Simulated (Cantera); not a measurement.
A Cantera script and what it prints.

```python
import numpy as np
import cantera as ct

gas_names = [...]  # 113 gases of nasa_gas.yaml made of C, H, O, Pb
cond_names = """
    C(gr) C6H6(L) C7H8(L) C8H18(L),n-octa H2O(s) H2O(L) Pb(cr) Pb(L) PbO(rd) PbO(yw) PbO(L) PbO2(s)
    Pb3O4(s)
""".split()


# ... load() reads the species with a 1 bar reference pressure and builds the phases ...
atoms = {
    'Pb': {'Pb': 1},
    'CO': {'C': 1, 'O': 1},
    'H2': {'H': 2},
}
top_T = {'C(gr)': 4500, 'Pb3O4(s)': 820}  # K; cautious upper limits of use, not melting points


# ... equilibrate(T, P, feed) seeds the gas with the atoms and calls Mixture.equilibrate('TP', solver="vcs", rtol=1e-11, max_steps=5000) ...
results = []
feed = {'Pb': 1, 'CO': 0.36, 'H2': 12}  # mol
T = 1123  # K
P = 22000  # Pa
mix = equilibrate(T, P, feed)
results.append((T, P, feed, dict(zip(mix.species_names, mix.species_moles))))
x = sorted(zip(gas.X, gas.species_names), reverse=True)
print(f"T = {T:g} K  P = {P:g} Pa  gas = {mix.phase_moles(0):.4g} mol")
print("   x: " + "  ".join(f"{s} {v:.3e}" for v, s in x if v > 0.0001))
print("   condensed (mol): " + ("  ".join(f"{mix.phase(i).name} {mix.phase_moles(i):.4g}"
      for i in range(1, mix.n_phases) if mix.phase_moles(i) > 1e-12) or "none"))
```

Output:

```
T = 1123 K  P = 22000 Pa  gas = 12.33 mol
   x: H2 9.685e-01  CO 2.760e-02  CH4 1.553e-03  H2O 1.513e-03  Pb 8.306e-04
   condensed (mol): Pb(L) 0.9898
```

These are equilibrium values from Cantera (NASA tables, ideal gas, pure condensed phases), not measurements of a reactor.
